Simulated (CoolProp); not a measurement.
Vapour-liquid equilibrium of ethanol (1) + hexamethyldisiloxane (MM) (2) at 1.49 MPa; x and y are mole fractions of (1).

The numbers come from the multi-fluid Helmholtz-energy mixture model, Schroeder 2014 and Thol 2016; pair parameters Bell 2016 in CoolProp.

| x | bubble temperature (K) | y at the bubble point | dew temperature at overall composition x (K) | liquid density (mol/L) |
|---|---|---|---|---|
| 0.05 | 492.3 | 0.121 | 498.0 | 3.006 |
| 0.2 | 470.3 | 0.406 | 486.1 | 3.730 |
| 0.35 | 458.3 | 0.566 | 474.6 | 4.487 |
| 0.5 | 451.3 | 0.672 | 463.2 | 5.457 |
| 0.65 | 446.7 | 0.763 | 452.7 | 6.820 |
| 0.8 | 443.4 | 0.855 | 445.2 | 8.840 |
| 0.95 | 441.0 | 0.962 | 441.2 | 12.01 |

No azeotrope shows between x = 0.05 and 0.95.

Pair parameters are fitted to limited data, so mixtures are less certain than the pure fluids.
